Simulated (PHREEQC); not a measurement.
Consider water at 20 °C with 0.243 mol/kgw MgCl2, 0.00019 mol/kgw CO2 and 0.016 mol/kgw KCl. Closed to the air; pH follows from the charge balance.

All values are PHREEQC results (ion-association model, phreeqc.dat), not measurements.

Q: The ionic strength comes out as 0.745 mol/kgw. What activity coefficients do H+, Cl-, Mg+2, K+, MgHCO3+ get?

A: H+ 0.75, Cl- 0.63, Mg+2 0.29, K+ 0.62, MgHCO3+ 0.62.

No solid was allowed to form. The ionic strength is past about 0.7 mol/kgw, beyond the range of this activity model, so the values are rough. Complexes and solids missing from the database can't appear.
